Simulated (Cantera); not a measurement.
Input: 1 mol Si(CH3)4, 0.025 mol C2H2, 1400 mol H2, equilibrated at 0.120 bar.

Method: chemical equilibrium by Gibbs-energy minimisation in Cantera with the NASA 1993 tables (ideal gas, pure condensed phases). Candidate condensed phases: C, C6H6, C7H8, C8H18, Si, SiC; 87 gas species. Equilibrium is a limit: real reactors are often held back by kinetics, nucleation or transport.

x: gas mole fraction; n: condensed amount in mol.

| T (°C) | x H2 | x CH4 | x H | x C2H2 (acetylene) | x CH3 | x SiH2 | x Si | n SiC(s) | n C(graphite) |
|---|---|---|---|---|---|---|---|---|---|
| 825 | 0.998 | 0.00217 | 7.13e-8 | 3.15e-9 | 2.84e-9 | 2.15e-12 | <1e-12 | 1.00 | … |
| 925 | 0.998 | 0.00192 | 5.48e-7 | 9.87e-8 | 2.01e-8 | 1.90e-11 | <1e-12 | 1.00 | … |
| 1025 | 0.999 | 0.000954 | 3.09e-6 | 5.58e-7 | 5.80e-8 | 2.16e-10 | <1e-12 | 1.000 | … |
| 1125 | 0.999 | 0.000524 | 1.37e-5 | 2.45e-6 | 1.43e-7 | 1.74e-9 | 3.09e-11 | 1.000 | … |
| 1225 | 1.000 | 0.000311 | 4.96e-5 | 8.81e-6 | 3.13e-7 | 1.06e-8 | 6.05e-10 | 1.000 | 2.59 |
| 1325 | 1.000 | 0.000197 | 0.000154 | 2.69e-5 | 6.18e-7 | 5.11e-8 | 8.14e-9 | 1.000 | 2.69 |
| 1425 | 0.999 | 0.000132 | 0.000417 | 7.20e-5 | 1.12e-6 | 2.05e-7 | 8.03e-8 | 1.000 | 2.66 |
| 1525 | 0.999 | 9.27e-5 | 0.00102 | 0.000172 | 1.91e-6 | 7.03e-7 | 6.13e-7 | 0.998 | … |

Q: Complete the blanks.

A: 
- 825, n C(graphite): 0
- 925, n C(graphite): 0.359
- 1025, n C(graphite): 1.71
- 1125, n C(graphite): 2.31
- 1525, n C(graphite): 2.43
